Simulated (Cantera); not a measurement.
Input: 1 mol Fe(CO)5, 0.81 mol O2, 3.5 mol N2.

These are equilibrium values from Cantera (NASA tables, ideal gas, pure condensed phases), not measurements of a reactor. Candidate condensed phases: C, Fe, Fe(CO)5, FeO, Fe2O3, Fe3O4; 27 gas species. Mutual solubility and eutectic melting of coexisting phases are not modelled. The tables' stoichiometric FeO is somewhat more stable than real wüstite, so its field is too wide. FeO: taken at fixed stoichiometry. Condensed phases not in the tables: cementite and carbon dissolved in iron. Kinetics and transport are ignored.

Problem. What condenses at these points (T in K, P in Pa): (1375, 460); (1425, 22000); (1025, 1000000); (1275, 460); (1225, 1000000)?

Solution. 
```json
[
 {"T (K)": "1375", "P in Pa": "460", "condensed phases": "Fe + FeO", "Fe condensed (%)": "100.0"},
 {"T (K)": "1425", "P in Pa": "22000", "condensed phases": "Fe + FeO", "Fe condensed (%)": "100.0"},
 {"T (K)": "1025", "P in Pa": "1000000", "condensed phases": "C + FeO", "Fe condensed (%)": "100.0"},
 {"T (K)": "1275", "P in Pa": "460", "condensed phases": "Fe + FeO", "Fe condensed (%)": "100.0"},
 {"T (K)": "1225", "P in Pa": "1000000", "condensed phases": "Fe + FeO", "Fe condensed (%)": "100.0"}
]
```
